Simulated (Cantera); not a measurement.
A Cantera script and its output.

```python
import numpy as np
import cantera as ct

gas = ct.Solution("gri30.yaml")
gas.TPX = 675, 500000, {'CO': 1, 'H2': 0.089, 'O2': 0.389, 'N2': 1.46}
flame = ct.FreeFlame(gas, width=0.013)
flame.set_refine_criteria(ratio=3, slope=0.08, curve=0.16)
flame.transport_model = "mixture-averaged"
flame.solve(loglevel=0, auto=True)
z, T = flame.grid, flame.T
thick = (T[-1] - T[0]) / np.gradient(T, z).max()
show = ['CO', 'H2', 'O2', 'OH', 'H', 'H2O']
print(f"laminar burning velocity  {flame.velocity[0] * 100:.3f} cm/s")
print(f"burnt temperature         {T[-1]:.1f} K")
print(f"thermal thickness         {thick * 1e3:.4f} mm")
print(f"grid points               {len(z)}")
z0 = z[flame.heat_release_rate.argmax()]
print(f"{'z/mm':>9s}{'T/K':>9s}{'u/(m/s)':>9s}" + "".join(f"{s:>11s}" for s in show))
rows = []
for k in (-3, -2, -1.5, -1, -0.5, -0.25, 0, 0.25, 0.5, 1, 2, 4, 8):
    zz = z0 + k * thick
    rows.append([k * thick, np.interp(zz, z, T), np.interp(zz, z, flame.velocity),
                 *(np.interp(zz, z, flame.X[gas.species_index(s)]) for s in show)])
    print(f"{rows[-1][0] * 1e3:9.3f}{rows[-1][1]:9.1f}{rows[-1][2]:9.3f}" + "".join(f"{x:11.3e}" for x in rows[-1][3:]))
```

Output:

```
laminar burning velocity  202.365 cm/s
burnt temperature         2626.7 K
thermal thickness         0.1159 mm
grid points               116
     z/mm      T/K  u/(m/s)         CO         H2         O2         OH          H        H2O
   -0.348    675.0    2.024  3.404e-01  3.027e-02  1.324e-01  1.365e-14  8.330e-15  1.518e-08
   -0.232    675.0    2.023  3.404e-01  3.014e-02  1.324e-01  6.071e-13  4.201e-13  4.251e-07
   -0.174    675.1    2.023  3.405e-01  2.983e-02  1.325e-01  8.926e-12  7.366e-12  3.544e-06
   -0.116    675.8    2.023  3.409e-01  2.879e-02  1.326e-01  2.077e-10  2.089e-10  3.383e-05
   -0.058    704.8    2.101  3.413e-01  2.410e-02  1.323e-01  1.106e-06  1.858e-06  9.982e-04
   -0.029    938.5    2.771  3.299e-01  1.708e-02  1.233e-01  2.852e-04  4.583e-04  7.623e-03
    0.000   1404.9    4.060  2.858e-01  7.455e-03  9.116e-02  1.749e-03  4.435e-03  2.022e-02
    0.029   1738.3    4.897  2.329e-01  3.316e-03  5.671e-02  3.767e-03  8.468e-03  2.305e-02
    0.058   1929.7    5.337  2.002e-01  3.118e-03  3.936e-02  5.054e-03  9.560e-03  2.096e-02
    0.116   2123.4    5.776  1.770e-01  3.333e-03  2.810e-02  5.981e-03  7.874e-03  2.099e-02
    0.232   2295.2    6.168  1.631e-01  3.113e-03  2.122e-02  5.956e-03  4.898e-03  2.381e-02
    0.464   2434.8    6.476  1.504e-01  2.768e-03  1.494e-02  5.262e-03  2.909e-03  2.625e-02
    0.927   2538.2    6.697  1.396e-01  2.489e-03  9.616e-03  4.314e-03  1.781e-03  2.797e-02
```

Computed with Cantera and GRI-Mech 3.0 (53 species, 325 reactions). The hydrogen kinetics of GRI-Mech 3.0 are dated; newer H2 mechanisms differ, most at raised pressure. Burning velocities carry a grid error of a few per cent, more on coarse grids.
